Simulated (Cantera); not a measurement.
Fluorocarbon and chlorocarbon gases: CF₄ + HCl + H₂

A closed system holds: 1 mol CF₄, 0.47 mol HCl, 0.21 mol H₂, at 1475 °C and 0.255 Torr.

Cantera equilibrium calculation (NASA polynomials, part measured and part estimated; ideal gas, pure solids and liquids). Candidate condensed phases: C, C₆H₆, C₇H₈, C₈H₁₈; 118 gas species. Gases not in the tables: C₂F₆ and larger saturated fluorocarbons. Kinetics and transport are ignored.

```yaml
x(HF): 0.402
x(CF₄): 0.330
x(Cl): 0.212
x(CF₂): 0.0317
x(F): 0.0220
x(CF₃): 0.00132
x(HCl): 0.000642
x(Cl₂): 0.000252
x(CClF₃): 0.000125
n(C(graphite)): 0.199 mol
gas_amount: 2.208 mol
```
